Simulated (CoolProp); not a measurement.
A single-stage vapour-compression cycle with propane: evaporating at 194.15 K (dew point), condensing at 222.15 K (bubble point), superheat 0 K, subcooling 0 K, compressor efficiency 0.6, no pressure losses. Each further row changes one setting.

Model: reference Helmholtz-energy equation of state, Lemmon 2009, in CoolProp.

```
case                              cooling COP  pressure ratio  discharge temperature (K)  refrigerating effect (kJ/kg)  volumetric capacity (kJ/m³)
--------------------------------  -----------  --------------  -------------------------  ----------------------------  ---------------------------
as stated                                   ?            4.83                      271.5                           401                          154
evaporating temperature 199.15 K         4.80            3.51                      261.4                           407                          210
condensing temperature 217.15 K          4.67               ?                      259.3                           412                          158
subcooling 5 K                           3.87            4.83                      271.5                           412                          158
superheat 10 K                           3.70            4.83                          ?                           414                            ?
compressor efficiency 0.5                3.14            4.83                      284.9                           401                          154
```

### Question
What belongs in the gaps?

### Answer

- as stated, cooling COP: 3.77
- condensing temperature 217.15 K, pressure ratio: 3.77
- superheat 10 K, discharge temperature (K): 282.9
- superheat 10 K, volumetric capacity (kJ/m³): 151
